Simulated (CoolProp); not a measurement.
Vapour-liquid equilibrium of benzene (1) + octamethylcyclotetrasiloxane (D4) (2) at 0.0199 MPa; x and y are mole fractions of (1).

Computed with CoolProp (multi-fluid Helmholtz-energy mixture model, Thol 2012 and Thol 2015; pair parameters Bell 2016).

| x | bubble temperature (K) | y at the bubble point | dew temperature at overall composition x (K) | liquid density (mol/L) |
|---|---|---|---|---|
| 0.05 | … | 0.434 | 393.3 | … |
| 0.15 | 357.8 | 0.807 | 390.5 | 3.386 |
| 0.25 | 342.8 | … | 387.3 | 3.792 |
| 0.35 | 333.2 | 0.958 | 383.8 | … |
| 0.45 | 326.6 | … | 379.9 | 4.762 |
| 0.55 | 321.9 | 0.984 | … | 5.380 |
| 0.65 | 318.2 | 0.990 | 369.8 | … |
| 0.75 | 315.0 | 0.994 | 362.9 | 7.085 |
| 0.85 | 312.2 | 0.997 | … | 8.318 |
| 0.95 | 309.5 | 0.999 | 335.5 | 9.979 |

Complete the blanks.


- 0.05, bubble temperature (K): 380.6
- 0.05, liquid density (mol/L): 3.004
- 0.25, y at the bubble point: 0.918
- 0.35, liquid density (mol/L): 4.243
- 0.45, y at the bubble point: 0.975
- 0.55, dew temperature at overall composition x (K): 375.3
- 0.65, liquid density (mol/L): 6.135
- 0.85, dew temperature at overall composition x (K): 353.2

No azeotrope shows between x = 0.05 and 0.95.

The pair parameters rest on a limited set of measurements; away from them the model extrapolates. The gap from Raoult's law changes sign with composition, which may be real or a fault of the pair parameters; it wasn't checked against measurements.
